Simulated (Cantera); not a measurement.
Input: 1 mol SiCl4, 0.14 mol NO, 35 mol H2, at 1725 K and 2.80 mbar.

Cantera equilibrium calculation (NASA polynomials, part measured and part estimated; ideal gas, pure solids and liquids). Candidate condensed phases: H2O, NH4Cl, Si, SiO2, Si2N2O, Si3N4; 47 gas species. The tables' values for SiCl, SiCl3 are old estimates; treat these amounts as uncertain. Gases not in the tables: Si2H6 and higher silanes. Rates play no part.

Base state: H2 0.902, HCl 0.0696, SiCl2 0.0185, SiO 0.00375, H 0.00333, N2 0.00188, Si 0.000363, Cl 0.000199 (mole fractions); condensed: Si(l).

Question: What changes in the equilibrium state with this change: NO from 0.14 to 0.98 mol?

Answer: 
| species | before | after |
|---|---|---|
| H2 | 0.902 | 0.855 |
| HCl | 0.0696 | 0.102 |
| SiO | 0.00375 | 0.0254 |
| SiCl2 | 0.0185 | 0.000516 |
| N2 | 0.00188 | 0.0127 |
| SiH2 | 1.56e-5 | 1.80e-7 |
| SiH | 2.60e-5 | 3.09e-7 |
| Si | 0.000363 | 4.42e-6 |
| SiCl | 0.000194 | 3.57e-6 |
| SiCl3 | 5.12e-5 | 2.16e-6 |
| Si(l), mol | 0.144 | 0 |

Question: What changes in the equilibrium state with this change: pressure from 2.80 mbar to 11.0 mbar?

Answer: 
```tsv
species	before	after
H2	0.902	0.904
HCl	0.0696	0.0698
SiCl2	0.0185	0.0186
H	0.00333	0.00168
Si	0.000363	9.23e-5
SiCl3	5.12e-5	0.000102
Cl	0.000199	0.000101
Si(l), mol	0.144	0.156
```
The tables' values for SiCl3, SiCl are old estimates; treat these amounts as uncertain.
